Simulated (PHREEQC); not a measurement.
Make-up at 75 °C: 0.0054 mol/kgw CuCl2, 0.00062 mol/kgw H2SO4 and 0.085 mol/kgw Na2SO4. Closed to the air; pH follows from the charge balance.

Model: ion-association model, wateq4f.dat, run in PHREEQC.

Precipitation was switched off in this run.

### Question
Order these Cu species by the share of Cu that they hold, largest first: CuSO4, CuCl+, Cu+2.

### Answer
CuSO4 (53 %), Cu+2 (44 %), CuCl+ (2.9 %)

The pH is 3.88 and the ionic strength 0.227 mol/kgw. At this temperature some constants are extrapolated from 25 °C, and those without enthalpy data are left unchanged.
